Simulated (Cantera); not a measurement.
An isothermal, constant-pressure homogeneous reactor starts with C₂H₆ : N₂ = 1 : 30 (molar parts), at 1098 K and 0.610 bar. Integrator tolerance rtol = 1e-08.

Cantera simulation using GRI-Mech 3.0 (53 species, 325 reactions); the numbers are that mechanism's predictions, not measurements. GRI-Mech 3.0 stops at C3 and has no aromatics, soot or wall deposition, so with more carbon than oxygen in the feed, carbon stays in small species such as C2H2 where larger ones or solid carbon would form.

**Question.** What does this change do: C2H6 1 to 1.7 parts?

**Answer.** 
```
quantity                                             before                                     after
-----------------  ----------------------------------------  ----------------------------------------
x(C₂H₆) at 60.0 s  0.000199 (gas-phase equilibrium 1.83e-5)  0.000494 (gas-phase equilibrium 4.68e-5)
x(H₂) at 60.0 s       0.0354 (gas-phase equilibrium 0.0169)     0.0496 (gas-phase equilibrium 0.0208)
x(CH₄) at 60.0 s     0.00656 (gas-phase equilibrium 0.0283)     0.0144 (gas-phase equilibrium 0.0500)
x(C₂H₄) at 60.0 s    0.0164 (gas-phase equilibrium 0.00308)    0.0289 (gas-phase equilibrium 0.00640)
x(CH₃) at 60.0 s    2.42e-7 (gas-phase equilibrium 1.27e-7)   4.16e-7 (gas-phase equilibrium 2.02e-7)
```

**Question.** What does this change do: temperature 1098 to 1950 K?

**Answer.** 
| quantity | before | after |
|---|---|---|
| x(C₂H₆) at 60.0 s | 0.000199 (gas-phase equilibrium 1.83e-5) | 1.93e-10 (gas-phase equilibrium 4.53e-11) |
| x(H₂) at 60.0 s | 0.0354 (gas-phase equilibrium 0.0169) | 0.0604 (gas-phase equilibrium 0.0604) |
| x(CH₄) at 60.0 s | 0.00656 (gas-phase equilibrium 0.0283) | 2.91e-5 (gas-phase equilibrium 1.45e-5) |
| x(C₂H₄) at 60.0 s | 0.0164 (gas-phase equilibrium 0.00308) | 9.61e-6 (gas-phase equilibrium 1.96e-6) |
| x(CH₃) at 60.0 s | 2.42e-7 (gas-phase equilibrium 1.27e-7) | 3.47e-6 (gas-phase equilibrium 1.73e-6) |
